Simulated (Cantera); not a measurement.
What does this Cantera script print?

```python
import numpy as np
import cantera as ct

gas = ct.Solution("gri30.yaml")
gas.TPX = 2075, 100000, {'CH4': 1, 'CO2': 0.54, 'H2': 0.11}
reactor = ct.IdealGasConstPressureReactor(gas, energy="off", clone=False)
net = ct.ReactorNet([reactor])
net.rtol, net.atol = 1e-08, 1e-18
show = ['CH4', 'CO2', 'H2', 'CO', 'HO2']
times = np.geomspace(3e-06, 200, 13)

steps = ct.SolutionArray(gas, extra=["t"])
rows = []
print(f"{'t/s':>10s}{'T/K':>9s}{'P/Pa':>11s}" + "".join(f"{s:>11s}" for s in show))
for t in times:
    while net.time < t:
        t_next = net.step()
        steps.append(gas.state, t=t_next)
    rows.append([np.interp(t, steps.t, y) for y in (steps.T, steps.P, *steps(*show).X.T)])
    print(f"{t:10.3e}{rows[-1][0]:9.1f}{rows[-1][1]:11.4g}" + "".join(f"{x:11.3e}" for x in rows[-1][2:]))
rate = np.gradient(steps.T, steps.t)
print("integrator steps:", len(steps.t))
if steps.T.max() > steps.T[0] + 200:
    print(f"time of steepest temperature rise: {steps.t[rate.argmax()]:.4e} s")
gas.TPX = 2075, 100000, {'CH4': 1, 'CO2': 0.54, 'H2': 0.11}
gas.equilibrate("TP")
print(f"equilibrium (TP): T = {gas.T:.1f} K  " + "  ".join(f"{s} {gas[s].X[0]:.3e}" for s in show))
```

It prints:

```
       t/s      T/K       P/Pa        CH4        CO2         H2         CO        HO2
 3.000e-06   2075.0      1e+05  5.959e-01  3.259e-01  7.048e-02  1.057e-04  3.353e-12
 1.346e-05   2075.0      1e+05  5.277e-01  3.154e-01  1.125e-01  2.209e-03  6.537e-12
 6.041e-05   2075.0      1e+05  2.430e-01  2.354e-01  3.518e-01  2.708e-02  1.925e-11
 2.711e-04   2075.0      1e+05  6.999e-02  1.162e-01  4.491e-01  1.110e-01  3.384e-11
 1.216e-03   2075.0      1e+05  1.665e-02  1.867e-02  4.417e-01  2.175e-01  2.579e-11
 5.459e-03   2075.0      1e+05  1.032e-02  8.701e-03  5.091e-01  2.770e-01  5.785e-12
 2.449e-02   2075.0      1e+05  4.466e-03  1.701e-03  5.706e-01  3.276e-01  1.761e-13
 1.099e-01   2075.0      1e+05  1.244e-03  8.499e-06  5.864e-01  3.386e-01  4.275e-18
 4.932e-01   2075.0      1e+05  1.188e-03  2.071e-07  5.865e-01  3.387e-01  2.924e-21
 2.213e+00   2075.0      1e+05  1.188e-03  2.071e-07  5.865e-01  3.387e-01  2.924e-21
 9.932e+00   2075.0      1e+05  1.188e-03  2.071e-07  5.865e-01  3.387e-01  2.924e-21
 4.457e+01   2075.0      1e+05  1.188e-03  2.071e-07  5.865e-01  3.387e-01  2.924e-21
 2.000e+02   2075.0      1e+05  1.188e-03  2.071e-07  5.865e-01  3.387e-01  2.924e-21
integrator steps: 1768
equilibrium (TP): T = 2075.0 K  CH4 1.188e-03  CO2 2.077e-07  H2 5.865e-01  CO 3.387e-01  HO2 2.941e-21
```

Cantera simulation using GRI-Mech 3.0 (53 species, 325 reactions); the numbers are that mechanism's predictions, not measurements. GRI-Mech 3.0 stops at C3 and has no aromatics, soot or wall deposition, so with more carbon than oxygen in the feed, carbon stays in small species such as C2H2 where larger ones or solid carbon would form.
